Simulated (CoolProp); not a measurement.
Saturation properties of n-perfluorobutane.

Model: reference Helmholtz-energy equation of state, Gao 2022, in CoolProp.

```
T (K)  p (kPa)  liquid density (kg/m³)  vapour density (kg/m³)  enthalpy of vaporisation (kJ/kg)  liquid cp (kJ/(kg K))
-----  -------  ----------------------  ----------------------  --------------------------------  ---------------------
304.1    322.0                    1472                   34.15                             85.83                  1.156
308.3    365.5                    1455                   38.71                             84.15                  1.165
312.6    414.5                    1437                   43.89                             82.37                  1.174
316.8    466.9                    1418                   49.51                             80.57                  1.183
321.1    525.6                    1399                   55.88                             78.66                  1.194
325.3    588.1                    1380                   62.78                             76.71                  1.205
329.6    657.7                    1359                   70.63                             74.62                  1.218
333.8    731.4                    1338                   79.16                             72.48                  1.233
338.1    813.2                    1316                   88.89                             70.17                  1.249
342.3    899.6                    1292                   99.53                             67.78                  1.268
346.6    995.0                    1267                   111.8                             65.18                  1.291
350.8     1095                    1241                   125.3                             62.45                  1.317
355       1204                    1213                   140.7                             59.51                  1.350
```

It boils at 271.1 K under 1 atm.
